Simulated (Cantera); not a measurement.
Feed: 1 mol Si₂Cl₆, 28 mol H₂, equilibrated at 13300 Pa.

Points: T (K) = 923, 973, 1023, 1073, 1123, 1173, 1223, 1273, 1323, 1373, 1423, 1473.

Cantera's Mixture.equilibrate('TP', solver="vcs", rtol=1e-11, max_steps=5000) on the NASA tables stopped like this:

```
ERROR: FAILURE its = 5001!

*******************************************************************************
CanteraError thrown by MultiPhase::equilibrate:
VCS solver failed. Return code: -1
*******************************************************************************
```

Question: What got this run through?

Answer: One answer among several that fit: The failure is numerical, not chemical. The same input converged with solver="gibbs", rtol=1e-10, max_steps=50000, and the result passed a check of the equilibrium conditions:
```
log10 of partial pressures in bar; condensed amounts in mol
       T/K        H2       HCL     SiCL4     SiCL2    SiHCL3     SiCL3   SiH2CL2         H    Si(cr)
       923    -0.902    -3.005    -2.316    -4.951    -2.661    -4.436    -4.015   -10.063      0.42
       973    -0.904    -2.803    -2.328    -4.497    -2.679    -4.141    -4.010    -9.418    0.4525
      1023    -0.906    -2.624    -2.347    -4.093    -2.701    -3.882    -4.011    -8.836    0.4941
      1073    -0.909    -2.466    -2.377    -3.733    -2.731    -3.657    -4.019    -8.308    0.5434
      1123    -0.913    -2.327    -2.421    -3.416    -2.773    -3.466    -4.037    -7.827    0.5964
      1173    -0.917    -2.206    -2.487    -3.139    -2.830    -3.310    -4.066    -7.387    0.6467
      1223    -0.922    -2.105    -2.581    -2.902    -2.909    -3.193    -4.111    -6.983    0.6864
      1273    -0.928    -2.024    -2.713    -2.707    -3.015    -3.118    -4.176    -6.611    0.7086
      1323    -0.933    -1.962    -2.889    -2.555    -3.154    -3.091    -4.263    -6.266    0.7119
      1373    -0.937    -1.920    -3.111    -2.444    -3.327    -3.110    -4.373    -5.946    0.7008
      1423    -0.940    -1.894    -3.372    -2.369    -3.528    -3.169    -4.501    -5.648    0.6829
      1473    -0.942    -1.879    -3.655    -2.319    -3.745    -3.254    -4.639    -5.369    0.6636
```

The gas is ideal and each condensed phase is pure. The feed counts by its element totals alone. The tables' values for SiCl3 are old estimates; treat these amounts as uncertain.
